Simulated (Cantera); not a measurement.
A freely propagating, adiabatic, planar premixed flame of CH₄ : O₂ : N₂ : CO₂ = 1 : 1.82 : 6.36 : 0.12 (molar parts), equivalence ratio 1.1, unburnt at 700 K and 5.63 atm; mixture-averaged transport, grid criteria slope 0.08 and curve 0.16, no radiation.

Detailed kinetics in Cantera: GRI-Mech 3.0 (53 species, 325 reactions). Burning velocities carry a grid error of a few per cent, more on coarse grids.

x: mole fraction of selected species; z is measured from the peak of heat release.

| z (mm) | T (K) | u (m/s) | x CH₄ | x O₂ | x H₂O₂ | x CH₃ | x H₂ | x CO |
|---|---|---|---|---|---|---|---|---|
| -0.231 | 700 | 1.05 | 0.107 | 0.195 | 3.92e-8 | 4.35e-8 | 0.00149 | 9.02e-6 |
| -0.154 | 705 | 1.06 | 0.107 | 0.195 | 4.60e-7 | 4.56e-7 | 0.00390 | 0.000107 |
| -0.116 | 719 | 1.08 | 0.105 | 0.193 | [?] | [?] | [?] | [?] |
| -0.0770 | 800 | 1.22 | 0.0983 | 0.186 | 1.12e-5 | 1.64e-5 | 0.0115 | 0.00288 |
| -0.0385 | 1216 | 1.87 | 0.0673 | 0.146 | 3.68e-5 | 0.000455 | 0.0191 | 0.0184 |
| -0.0193 | 1634 | 2.55 | 0.0358 | 0.101 | 1.26e-5 | 0.00219 | 0.0230 | 0.0375 |
| 0 | [?] | 3.18 | [?] | [?] | [?] | [?] | 0.0235 | 0.0561 |
| 0.0193 | 2206 | 3.46 | 0.000547 | 0.0235 | 9.67e-7 | 0.000385 | 0.0194 | 0.0562 |
| 0.0385 | 2268 | 3.54 | 1.96e-5 | 0.0142 | 6.32e-7 | 1.75e-5 | 0.0170 | 0.0486 |
| 0.0770 | 2337 | 3.63 | 4.52e-8 | 0.00926 | 4.84e-7 | 4.76e-8 | 0.0159 | 0.0411 |
| 0.154 | 2408 | 3.72 | <1e-8 | 0.00626 | 3.59e-7 | <1e-8 | 0.0145 | 0.0371 |
| 0.308 | 2464 | 3.80 | <1e-8 | 0.00397 | 2.54e-7 | <1e-8 | 0.0131 | 0.0344 |
| 0.616 | 2497 | 3.84 | <1e-8 | 0.00262 | 1.86e-7 | <1e-8 | 0.0122 | 0.0326 |

Q: Some entries are withheld; supply them.

A: 
- -0.116, x H₂O₂: 2.02e-6
- -0.116, x CH₃: 2.02e-6
- -0.116, x H₂: 0.00661
- -0.116, x CO: 0.000475
- 0, T (K): 2029
- 0, x CH₄: 0.00805
- 0, x O₂: 0.0514
- 0, x H₂O₂: 3.71e-6
- 0, x CH₃: 0.00263
